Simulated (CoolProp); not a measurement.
Saturation properties of m-xylene.

The numbers come from the reference Helmholtz-energy equation of state, Zhou 2012 in CoolProp.

```json
[
 {"T (°C)": "27.85", "p (bar)": "0.01315", "enthalpy of vaporisation (kJ/kg)": "400.7", "vapour Z": "0.9983", "surface tension (mN/m)": "27.8", "liquid viscosity (µPa s)": "563"},
 {"T (°C)": "45.75", "p (bar)": "0.03385", "enthalpy of vaporisation (kJ/kg)": "[?]", "vapour Z": "0.9964", "surface tension (mN/m)": "25.8", "liquid viscosity (µPa s)": "465"},
 {"T (°C)": "63.65", "p (bar)": "[?]", "enthalpy of vaporisation (kJ/kg)": "381.8", "vapour Z": "0.9933", "surface tension (mN/m)": "23.9", "liquid viscosity (µPa s)": "393"},
 {"T (°C)": "81.55", "p (bar)": "0.1604", "enthalpy of vaporisation (kJ/kg)": "372.4", "vapour Z": "0.9884", "surface tension (mN/m)": "22.0", "liquid viscosity (µPa s)": "337"},
 {"T (°C)": "99.45", "p (bar)": "0.3060", "enthalpy of vaporisation (kJ/kg)": "362.8", "vapour Z": "0.9815", "surface tension (mN/m)": "20.1", "liquid viscosity (µPa s)": "292"},
 {"T (°C)": "117.35", "p (bar)": "0.5446", "enthalpy of vaporisation (kJ/kg)": "[?]", "vapour Z": "0.9721", "surface tension (mN/m)": "18.3", "liquid viscosity (µPa s)": "256"},
 {"T (°C)": "135.35", "p (bar)": "0.9162", "enthalpy of vaporisation (kJ/kg)": "342.4", "vapour Z": "0.9597", "surface tension (mN/m)": "16.5", "liquid viscosity (µPa s)": "225"},
 {"T (°C)": "153.25", "p (bar)": "1.461", "enthalpy of vaporisation (kJ/kg)": "331.4", "vapour Z": "0.9442", "surface tension (mN/m)": "14.7", "liquid viscosity (µPa s)": "199"},
 {"T (°C)": "171.15", "p (bar)": "2.231", "enthalpy of vaporisation (kJ/kg)": "[?]", "vapour Z": "0.9250", "surface tension (mN/m)": "13.0", "liquid viscosity (µPa s)": "176"},
 {"T (°C)": "189.05", "p (bar)": "3.284", "enthalpy of vaporisation (kJ/kg)": "307.1", "vapour Z": "0.9019", "surface tension (mN/m)": "11.3", "liquid viscosity (µPa s)": "156"},
 {"T (°C)": "206.95", "p (bar)": "4.680", "enthalpy of vaporisation (kJ/kg)": "293.3", "vapour Z": "0.8744", "surface tension (mN/m)": "9.72", "liquid viscosity (µPa s)": "139"},
 {"T (°C)": "224.85", "p (bar)": "6.487", "enthalpy of vaporisation (kJ/kg)": "278.2", "vapour Z": "0.8419", "surface tension (mN/m)": "8.15", "liquid viscosity (µPa s)": "123"},
 {"T (°C)": "242.75", "p (bar)": "8.778", "enthalpy of vaporisation (kJ/kg)": "261.2", "vapour Z": "0.8038", "surface tension (mN/m)": "6.64", "liquid viscosity (µPa s)": "[?]"},
 {"T (°C)": "260.65", "p (bar)": "11.63", "enthalpy of vaporisation (kJ/kg)": "242.0", "vapour Z": "0.7590", "surface tension (mN/m)": "5.20", "liquid viscosity (µPa s)": "96.4"},
 {"T (°C)": "278.55", "p (bar)": "15.14", "enthalpy of vaporisation (kJ/kg)": "219.5", "vapour Z": "0.7061", "surface tension (mN/m)": "[?]", "liquid viscosity (µPa s)": "84.4"}
]
```

**Question.** Fill in the missing entries.

**Answer.** 
- 45.75, enthalpy of vaporisation (kJ/kg): 391.2
- 63.65, p (bar): 0.07741
- 117.35, enthalpy of vaporisation (kJ/kg): 352.8
- 171.15, enthalpy of vaporisation (kJ/kg): 319.7
- 242.75, liquid viscosity (µPa s): 109
- 278.55, surface tension (mN/m): 3.83

It boils at 139.1 °C under 1 atm.

Viscosity comes from a separate model (Cao 2016). Surface tension comes from a separate correlation (Mulero 2014).
